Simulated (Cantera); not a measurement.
A closed system holds: 1 mol CH3F, 0.012 mol CH4, equilibrated at 6.00e-5 bar.

Method: chemical equilibrium by Gibbs-energy minimisation in Cantera with the NASA 1993 tables (ideal gas, pure condensed phases). Candidate condensed phases: C, C6H6, C7H8, C8H18; 95 gas species. The numbers say what is thermodynamically allowed, not how fast it happens.

x: gas mole fraction; n: condensed amount in mol.

```
T (K)       x H     x H2   x HF      x C3       x F       x C  n C(graphite)
-----  --------  -------  -----  --------  --------  --------  -------------
1175    1.13e-5    0.506  0.494    <1e-12  1.52e-11    <1e-12           1.01
1325   0.000150    0.506  0.494    <1e-12  9.66e-10    <1e-12           1.01
1475    0.00119    0.505  0.494    <1e-12   2.66e-8    <1e-12           1.01
1625    0.00645    0.501  0.492  5.04e-12   4.00e-7  2.41e-11           1.01
1775          ?    0.486  0.488         ?         ?         ?           1.01
1925     0.0822    0.444  0.474   6.76e-8   2.63e-5   9.46e-8           1.01
2075          ?        ?  0.443         ?         ?         ?           1.01
2225      0.387    0.214  0.398   6.64e-5  0.000672   3.95e-5           1.01
2375      0.550   0.0912  0.353   0.00107   0.00316  0.000454          0.997
2525      0.625   0.0298  0.312    0.0122    0.0146   0.00390          0.874
2675      0.604  0.00820  0.222    0.0776    0.0523    0.0237              0
```

Problem. What belongs in the gaps?

Solution. 
- 1775, x H: 0.0261
- 1775, x C3: 8.79e-10
- 1775, x F: 3.84e-6
- 1775, x C: 2.14e-9
- 2075, x H: 0.204
- 2075, x H2: 0.352
- 2075, x C3: 2.74e-6
- 2075, x F: 0.000142
- 2075, x C: 2.41e-6
